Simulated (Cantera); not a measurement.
Standard-state values (1 bar) from the NASA 1993 polynomials, evaluated with Cantera. Values are per mole of reaction as written; species without (g) are pure solids or liquids, kept so even where they would boil at 1 bar.

Between 300 and 975 K, where is each reaction favourable under standard conditions?
- 4 CrO3(g) + 3 N(g) ⇌ 3 NO2(g) + 2 Cr2O3
- 2 Cr2O3 + 3 N(g) ⇌ 4 Cr + 3 NO2(g)
- 2 CrO3(g) + N(g) ⇌ 2 O3(g) + Cr2N


- 4 CrO3(g) + 3 N(g) ⇌ 3 NO2(g) + 2 Cr2O3: ΔG° is -2221 kJ at 300 K and -1803 kJ at 975 K; it stays negative (K > 1). ΔH° is -2393 kJ and ΔS° -605 J/K at 975 K.
- 2 Cr2O3 + 3 N(g) ⇌ 4 Cr + 3 NO2(g): ΔG° is 896 kJ at 300 K and 796 kJ at 975 K; it stays positive (K < 1). ΔH° is 919 kJ and ΔS° 126 J/K at 975 K.
- 2 CrO3(g) + N(g) ⇌ 2 O3(g) + Cr2N: ΔG° is 314 kJ at 300 K and 404 kJ at 975 K; it stays positive (K < 1). ΔH° is 282 kJ and ΔS° -125 J/K at 975 K.
